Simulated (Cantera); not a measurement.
Cantera run:

```python
import numpy as np
import cantera as ct

gas_names = """
    CL CL2 Si SiCL SiCL2 SiCL3 SiCL4 Si2 Si3
""".split()
cond_names = """
    Si(cr) Si(L)
""".split()


# ... load() reads the species with a 1 bar reference pressure and builds the phases ...
atoms = {
    'Si': {'Si': 1},
    'Cl2': {'CL': 2},
}
top_T = {}  # K; cautious upper limits of use, not melting points


# ... equilibrate(T, P, feed) seeds the gas with the atoms and calls Mixture.equilibrate('TP', solver="vcs", rtol=1e-11, max_steps=5000) ...
results = []
feed = {'Si': 1, 'Cl2': 6.1}  # mol
T = 1175  # K
P = 133.322  # Pa
mix = equilibrate(T, P, feed)
results.append((T, P, feed, dict(zip(mix.species_names, mix.species_moles))))
x = sorted(zip(gas.X, gas.species_names), reverse=True)
print(f"T = {T:g} K  P = {P:g} Pa  gas = {mix.phase_moles(0):.4g} mol")
print("   x: " + "  ".join(f"{s} {v:.3e}" for v, s in x if v > 1e-06))
print("   condensed (mol): " + ("  ".join(f"{mix.phase(i).name} {mix.phase_moles(i):.4g}"
      for i in range(1, mix.n_phases) if mix.phase_moles(i) > 1e-12) or "none"))
```

It prints:

```
T = 1175 K  P = 133.322 Pa  gas = 5.325 mol
   x: CL2 7.276e-01  SiCL4 1.878e-01  CL 8.458e-02
   condensed (mol): none
```

Equilibrium computed with Cantera from the NASA thermochemical tables; the gas is ideal and each condensed phase is pure.
